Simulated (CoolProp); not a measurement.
Properties of R227EA along the isotherm 90.45 °C (Tc = 101.8 °C, pc = 2.925 MPa, ω = 0.358).

Model: reference Helmholtz-energy equation of state, Lemmon 2016, in CoolProp.

| p (MPa) | phase | viscosity (µPa s) | Prandtl number |
|---|---|---|---|
| 0.0139 | gas | 14.1 | 0.697 |
| 0.0285 | gas | 14.1 | 0.697 |
| 0.0585 | gas | 14.1 | ? |
| 0.12 | gas | 14.2 | ? |
| 0.247 | gas | 14.2 | 0.704 |
| 0.507 | gas | ? | ? |
| 1.04 | gas | ? | 0.743 |
| 2.14 | gas | ? | 0.989 |
| 4.39 | liquid | 105 | ? |

Question: Some entries are withheld; supply them.

Answer: 
- 0.0585, Prandtl number: 0.698
- 0.12, Prandtl number: 0.700
- 0.507, viscosity (µPa s): 14.3
- 0.507, Prandtl number: 0.714
- 1.04, viscosity (µPa s): 14.6
- 2.14, viscosity (µPa s): 16.6
- 4.39, Prandtl number: 3.27

Viscosity comes from a separate model (Huber 2003), an estimate that may be off by 10 % or more. Thermal conductivity comes from a separate model (Huber 2003), an estimate that may be off by 10 % or more.
